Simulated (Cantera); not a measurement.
A closed system holds: 1 mol Ti, 0.22 mol H₂O, 2.5 mol H₂, at 1500 K and 0.100 bar.

These are equilibrium values from Cantera (NASA tables, ideal gas, pure condensed phases), not measurements of a reactor. Candidate condensed phases: H₂O, Ti, TiO, TiO₂, Ti₂O₃, Ti₃O₅, Ti₄O₇; 12 gas species. Mutual solubility and eutectic melting of coexisting phases are not modelled. TiO: taken at fixed stoichiometry. Condensed phases not in the tables: N, O or C dissolved in the metal. Kinetics and transport are ignored.

Base state: H₂ 1.000, H 5.57e-5 (mole fractions); condensed: Ti(β) + TiO(s).

### Question
What changes in the equilibrium state with this change: temperature from 1500 K to 1800 K?

### Answer
| species | before | after |
|---|---|---|
| H₂ | 1.000 | 0.999 |
| H | 5.57e-5 | 0.00113 |
| Ti(β), mol | 0.780 | 0.780 |
| TiO(s), mol | 0.220 | 0.220 |
